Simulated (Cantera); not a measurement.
Input: 1 mol Ti, 1.6 mol C₃H₈, 2.4 mol H₂, equilibrated at 1923 K and 0.133 bar.

Cantera equilibrium calculation (NASA polynomials, part measured and part estimated; ideal gas, pure solids and liquids). Candidate condensed phases: C, C₆H₆, C₇H₈, C₈H₁₈, Ti, TiC; 77 gas species. TiC: taken at fixed stoichiometry. Kinetics and transport are ignored.

Base state: H₂ 0.997, H 0.00258, C₂H₂ (acetylene) 0.000450, CH₄ 6.96e-5 (mole fractions); condensed: C(graphite) + TiC(s).

What changes in the equilibrium state with this change: pressure from 0.133 bar to 1.50 mbar?


```
species             before     after
----------------  --------  --------
H₂                   0.997     0.976
H                  0.00258    0.0240
C₂H₂ (acetylene)  0.000450  0.000440
CH₄                6.96e-5   7.50e-7
C(graphite), mol      3.79      3.79
TiC(s), mol           1.00     1.000
```
